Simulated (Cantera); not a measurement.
SiO2 + Al2O3 + O2 (silicates and aluminates)

A closed system holds: 1 mol SiO2, a varied amount of Al2O3, 2.8 mol O2, held at 1050 K and 3.50 mbar.

Method: chemical equilibrium by Gibbs-energy minimisation in Cantera with the NASA 1993 tables (ideal gas, pure condensed phases). Candidate condensed phases: Al, Al2O3, Al2SiO5, Al6Si2O13, Si, SiO2; 14 gas species. Mutual solubility and eutectic melting of coexisting phases are not modelled. Condensed phases not in the tables: alloys, solid solutions and most ternary compounds. Rates play no part.

From 0.1 mol Al2O3 to 0.98 mol Al2O3 the condensed part is Al2SiO5(andalusite) + SiO2(β-quartz). From 1.2 mol Al2O3 to 2.1 mol Al2O3 the condensed part is Al2O3(s) + Al2SiO5(andalusite).

| n(Al2O3) (mol) | log p O2 | log p O | n Al2SiO5(andalusite) | n SiO2(β-quartz) | n Al2O3(s) |
|---|---|---|---|---|---|
| 0.1 | -2.46 | -10.40 | 0.100 | 0.900 | 0 |
| 0.32 | -2.46 | -10.40 | 0.320 | 0.680 | 0 |
| 0.54 | -2.46 | -10.40 | 0.540 | 0.460 | 0 |
| 0.76 | -2.46 | -10.40 | 0.760 | 0.240 | 0 |
| 0.98 | -2.46 | -10.40 | 0.980 | 0.0200 | 0 |
| 1.2 | -2.46 | -10.40 | 1.00 | 0 | 0.200 |
| 1.4 | -2.46 | -10.40 | 1.00 | 0 | 0.400 |
| 1.6 | -2.46 | -10.40 | 1.00 | 0 | 0.600 |
| 1.9 | -2.46 | -10.40 | 1.00 | 0 | 0.900 |
| 2.1 | -2.46 | -10.40 | 1.00 | 0 | 1.10 |
log p: log10 of the partial pressure in bar; n: condensed amount in mol.
